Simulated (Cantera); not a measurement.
A closed system holds: 1 mol SiH2Cl2, a varied amount of N2, held at 1302 °C and 1330 Pa.

Method: chemical equilibrium by Gibbs-energy minimisation in Cantera with the NASA 1993 tables (ideal gas, pure condensed phases). Candidate condensed phases: NH4Cl, Si, Si3N4; 28 gas species. The tables' values for SiCl3 are old estimates; treat these amounts as uncertain. Kinetics and transport are ignored.

log p: log10 of the partial pressure in bar; n: condensed amount in mol.

```
n(N2) (mol)  log p N2   log p HCl    log p H2  log p SiCl2  n Si3N4(s)
-----------  --------  ----------  ----------  -----------  ----------
4.4             -2.05       -2.68       -2.93        -3.01       0.168
5.9             -2.01  (withheld)  (withheld)   (withheld)       0.170
7.8             -1.98  (withheld)  (withheld)   (withheld)       0.172
10              -1.96       -2.95       -3.24        -3.30       0.173
14              -1.93       -3.07       -3.37        -3.42       0.174
19              -1.92       -3.18       -3.50        -3.54       0.174
25              -1.91       -3.29       -3.61        -3.65       0.175
33              -1.90       -3.40       -3.73        -3.76       0.175
```

Problem. Fill in the missing entries.

Solution. 
- 5.9, log p HCl: -2.77
- 5.9, log p H2: -3.04
- 5.9, log p SiCl2: -3.11
- 7.8, log p HCl: -2.86
- 7.8, log p H2: -3.14
- 7.8, log p SiCl2: -3.21
